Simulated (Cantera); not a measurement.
An isothermal, constant-pressure homogeneous reactor starts with 12.3 % H2, 87.7 % O2, equivalence ratio 0.070, at 1273 K and 11.3 Torr.

Cantera simulation using the H2/O2 subset of GRI-Mech 3.0, which has no nitrogen chemistry; the numbers are that mechanism's predictions, not measurements. Radical loss at walls, strong at low pressure, is not modelled. The temperature is held fixed by assumption; the heat of reaction is taken as removed at once.

x: mole fraction; the columns are a selection and need not sum to one.

```
t (s)           x H2   x O2        x OH       x H2O         x O
--------  ----------  -----  ----------  ----------  ----------
1.00e-6        0.123  0.877    6.49e-12      <1e-12    6.53e-12
3.92e-6        0.123  0.877    9.34e-11    5.89e-12    9.59e-11
1.53e-5        0.123  0.877     1.17e-9    3.02e-10     1.28e-9
6.01e-5        0.123  0.877     1.19e-8     1.25e-8     1.54e-8
0.000235       0.123  0.877     3.81e-7     9.82e-7     5.50e-7
0.000922      0.0644  0.840      0.0110      0.0427      0.0218
0.00361      0.00377  0.802     0.00843       0.103      0.0570
0.0141    (withheld)  0.832  (withheld)  (withheld)  (withheld)
0.0554      0.000457  0.862     0.00302       0.128     0.00605
0.217     (withheld)  0.868  (withheld)       0.130  (withheld)
0.850        3.59e-6  0.869    0.000271       0.131     4.77e-5
3.33         5.36e-7  0.869    0.000105       0.131     7.17e-6
13.0         1.16e-7  0.869     4.90e-5       0.131     1.56e-6
51.1         6.21e-8  0.869     3.59e-5       0.131     8.34e-7
200          6.14e-8  0.869     3.57e-5       0.131     8.24e-7
```

**Question.** Complete the blanks.

**Answer.** 
- 0.0141, x H2: 0.00230
- 0.0141, x OH: 0.00669
- 0.0141, x H2O: 0.116
- 0.0141, x O: 0.0322
- 0.217, x H2: 3.66e-5
- 0.217, x OH: 0.000861
- 0.217, x O: 0.000482
